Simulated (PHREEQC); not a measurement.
Model water analysis in mg/L, 20 °C, pH 2.8, pe 10.7:

```json
[
 {"constituent": "Na", "mg/L": "14.7"},
 {"constituent": "K", "mg/L": "0.822"},
 {"constituent": "Ca", "mg/L": "498"},
 {"constituent": "Mg", "mg/L": "114"},
 {"constituent": "Cl", "mg/L": "140"},
 {"constituent": "S(6) as SO4", "mg/L": "1840"},
 {"constituent": "Cd", "mg/L": "0.441"}
]
```

Valence states are taken as typed.

Computed with PHREEQC (ion-association model, phreeqc.dat).

This is a speciation only: nothing precipitates in the calculation.

Question: Estimate the ionic strength, charge-balance error, specific conductance.

Answer: ionic strength 0.0519 mol/kgw; charge-balance error -8.1 %; specific conductance 3050 µS/cm.

Question: In which forms is Na present?

Answer: Na+ 97 %, NaSO4- 2.7 % of the Na.
